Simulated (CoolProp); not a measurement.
Model: reference Helmholtz-energy equation of state, Gedanitz 2015, in CoolProp.

### Question
Give the vapour pressure (bar), liquid density (kg/m³), vapour density (kg/m³), enthalpy of vaporisation (kJ/kg) of saturated cyclopentane at 93.15 °C.

### Answer
```json
[
 {"T (°C)": "93.15", "p (bar)": "3.53", "liquid density (kg/m³)": "668", "vapour density (kg/m³)": "8.89", "enthalpy of vaporisation (kJ/kg)": "354"}
]
```
